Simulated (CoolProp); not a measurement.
The numbers come from the reference Helmholtz-energy equation of state, Lemmon 2003 in CoolProp. It is a pseudo-pure fit of the blend.

Problem. For R410A, give the phase and the density (kg/m³), Prandtl number at 405.5 K and 1.33 MPa.

Solution. 
- 405.5 K and 1.33 MPa: gas; density 30.4, Prandtl number 0.828

Viscosity comes from a separate model (Geller 2000). Thermal conductivity comes from a separate model (Geller 2001).
